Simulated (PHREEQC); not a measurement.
Consider water at 25 °C with 0.0014 mol/kgw NaH2PO4, 0.0013 mol/kgw NaOH and 0.18 mol/kgw NaCl. Closed to the air; pH follows from the charge balance.

Equilibrium calculation in PHREEQC: ion-association model, wateq4f.dat.

Each row changes one thing in this solution. This is a speciation only: nothing precipitates in the calculation.

```json
[
 {"case": "as made", "pH": "7.88", "ionic strength (mol/kgw)": "0.184", "SI of Halite (NaCl)": "-3.34"},
 {"case": "NaOH replaced by NaBr at the same molality", "pH": "4.89", "ionic strength (mol/kgw)": "0.183", "SI of Halite (NaCl)": "-3.33"},
 {"case": "temperature from 25 to 45 °C", "pH": "7.81", "ionic strength (mol/kgw)": "0.184", "SI of Halite (NaCl)": "?"},
 {"case": "0.063 mol/kgw NH3 added", "pH": "10.96", "ionic strength (mol/kgw)": "?", "SI of Halite (NaCl)": "-3.34"},
 {"case": "temperature from 25 to 20 °C", "pH": "7.90", "ionic strength (mol/kgw)": "0.184", "SI of Halite (NaCl)": "?"},
 {"case": "NaOH left out", "pH": "4.89", "ionic strength (mol/kgw)": "0.181", "SI of Halite (NaCl)": "-3.34"},
 {"case": "NaH2PO4 replaced by NaF at the same molality", "pH": "10.97", "ionic strength (mol/kgw)": "0.183", "SI of Halite (NaCl)": "-3.33"},
 {"case": "temperature from 25 to 75 °C", "pH": "7.69", "ionic strength (mol/kgw)": "0.184", "SI of Halite (NaCl)": "-3.46"},
 {"case": "temperature from 25 to 70 °C", "pH": "?", "ionic strength (mol/kgw)": "0.184", "SI of Halite (NaCl)": "-3.45"}
]
```

### Question
Fill in the missing entries.

### Answer

- temperature from 25 to 45 °C, SI of Halite (NaCl): -3.39
- 0.063 mol/kgw NH3 added, ionic strength (mol/kgw): 0.186
- temperature from 25 to 20 °C, SI of Halite (NaCl): -3.32
- temperature from 25 to 70 °C, pH: 7.71

H3PO4, which wateq4f.dat lacks, is added to it with the constant of phreeqc.dat. At this temperature some constants are extrapolated from 25 °C, and those without enthalpy data are left unchanged.
